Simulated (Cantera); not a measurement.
Input: 1 mol Ti(OiPr)4, 14 mol O2, 1.4 mol H2, at 3.60 Torr.

These are equilibrium values from Cantera (NASA tables, ideal gas, pure condensed phases), not measurements of a reactor. Candidate condensed phases: C, C6H6, C7H8, C8H18, H2O, Ti, TiC, TiO, TiO2, Ti2O3, Ti3O5, Ti4O7; 113 gas species. The feed counts by its element totals alone. Kinetics and transport are ignored. All values below are at 1000 °C.

Base state: H2O 0.397, CO2 0.260, CO 0.178, H2 0.165 (mole fractions); condensed: TiO2(rutile).

Problem. What changes in the equilibrium state with this change: O2 from 14 to 0.43 mol?

Solution. 
```json
[
 {"species": "H2", "before": "0.165", "after": "0.760"},
 {"species": "CO", "before": "0.178", "after": "0.240"},
 {"species": "CH4", "before": "<1e-9", "after": "2.60e-5"},
 {"species": "H2O", "before": "0.397", "after": "1.04e-5"},
 {"species": "CO2", "before": "0.260", "after": "1.98e-6"},
 {"species": "TiO2(rutile), mol", "before": "1.00", "after": "0"},
 {"species": "C(graphite), mol", "before": "0", "after": "6.14"},
 {"species": "TiC(s), mol", "before": "0", "after": "1.00"}
]
```
TiC: taken at fixed stoichiometry.

Problem. What changes in the equilibrium state with this change: Ti(OiPr)4 replaced by Ti?

Solution. 
```tsv
species	before	after
O2	<1e-9	0.898
H2O	0.397	0.102
OH	1.16e-7	4.21e-5
CO2	0.260	0
CO	0.178	0
H2	0.165	8.28e-8
TiO2(rutile), mol	1.00	1.00
```
